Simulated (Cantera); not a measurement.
Charge: 1 mol SiC, 0.73 mol O₂, 510 mol H₂, at 1775 °C and 1 atm.

Method: chemical equilibrium by Gibbs-energy minimisation in Cantera with the NASA 1993 tables (ideal gas, pure condensed phases). Candidate condensed phases: C, C₆H₆, C₇H₈, C₈H₁₈, H₂O, Si, SiC, SiO₂; 123 gas species. Gases not in the tables: Si₂H₆ and higher silanes. Kinetics and transport are ignored.

Base state: H₂ 0.995, H 0.00222, CO 0.00147, SiO 0.00138, SiH₂ 8.54e-5, Si 4.62e-5, CH₄ 3.96e-5, SiH 2.82e-5 (mole fractions); condensed: SiC(s).

Task: What changes in the equilibrium state with this change: temperature from 1775 °C to 1677 °C?

Result: 
```tsv
species	before	after
H₂	0.995	0.996
CO	0.00147	0.00143
SiO	0.00138	0.00142
H	0.00222	0.00114
Si	4.62e-5	1.17e-5
SiH	2.82e-5	8.99e-6
C₂H₂ (acetylene)	1.16e-5	4.52e-6
SiH₂	8.54e-5	3.93e-5
SiC(s), mol	0.211	0.241
```
